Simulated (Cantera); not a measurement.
A perfectly stirred reactor is fed with 43.6 % H2, 31.2 % O2, 25.2 % N2, equivalence ratio 0.70, at 0.133 bar; it is held at 975 K, and followed from long to short residence time.

Computed with Cantera and the H2/O2 subset of GRI-Mech 3.0, which has no nitrogen chemistry. Radical loss at walls, strong at low pressure, is not modelled. The temperature is held fixed by assumption; the heat of reaction is taken as removed at once.

### Question
Predict: x(H2) at τ = 0.320 s; x(O2) at τ = 0.320 s; x(OH) at τ = 0.320 s; x(HO2) at τ = 0.320 s; x(O) at τ = 0.320 s; x(H2) at τ = 6.30 ms; x(O2) at τ = 6.30 ms; x(OH) at τ = 6.30 ms; x(HO2) at τ = 6.30 ms; x(O) at τ = 6.30 ms.

### Answer
| Property | Value |
|---|---|
| x(H2) at τ = 0.320 s | 0.00999 |
| x(O2) at τ = 0.320 s | 0.124 |
| x(OH) at τ = 0.320 s | 9.12e-5 |
| x(HO2) at τ = 0.320 s | 5.30e-5 |
| x(O) at τ = 0.320 s | 7.25e-5 |
| x(H2) at τ = 6.30 ms | 0.0533 |
| x(O2) at τ = 6.30 ms | 0.143 |
| x(OH) at τ = 6.30 ms | 0.000756 |
| x(HO2) at τ = 6.30 ms | 7.50e-5 |
| x(O) at τ = 6.30 ms | 0.000897 |
